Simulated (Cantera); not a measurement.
A closed system holds: 1 mol SiH₂Cl₂, 0.25 mol HCl, 29 mol H₂, held at 45.0 mbar.

Method: chemical equilibrium by Gibbs-energy minimisation in Cantera with the NASA 1993 tables (ideal gas, pure condensed phases). Candidate condensed phases: Si; 19 gas species. Gases not in the tables: Si₂H₆ and higher silanes. Kinetics and transport are ignored.

### Question
Which condensed phases are stable at each of these points (T (°C)): 777, 977, 1177, 1377, 1577, 1777, 1977?

### Answer
```
T (°C)  condensed phases  Si condensed (%)
------  ----------------  ----------------
777                Si(s)              54.6
977                Si(s)              69.7
1177               Si(s)              70.2
1377               Si(s)              68.1
1577               Si(l)              70.9
1777               Si(l)              68.1
1977               Si(l)              26.1
```

From 777 °C to 1377 °C the condensed part is Si(s). From 1577 °C to 1977 °C the condensed part is Si(l).
